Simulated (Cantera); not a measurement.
A jet of CH4 : O2 : N2 = 0.058 : 0.08 : 0.79 (molar parts) at 300 K and 120 Torr hits a platinum plate 7.6 cm away at a mass flux of 0.1 kg/m²/s; the plate temperature is set and raised in steps from an oxygen-covered start.

Detailed kinetics in Cantera: Deutschmann's 1995 Pt surface mechanism with GRI-Mech 3.0 gas chemistry. Catalytic surfaces can have several steady states; this one follows from the mechanism file's or the stated starting coverage.

One state of this run: wall x CH4 = 0.0108; wall x O2 = 0.00387; wall x H2O = 0.0939; wall x OH = <1e-8; wall x CO = 0.0528; wall x CO2 = 0.00138; θ free Pt = 0.419; θ H* = 0.000542; θ CO* = 0.501; θ C* = 0.0795. x: mole fraction at the wall; θ: surface coverage.

**Question.** Which value of plate T (K) does it belong to?
A) 900
B) 1000
C) 950
D) 850

**Answer.** A, 900
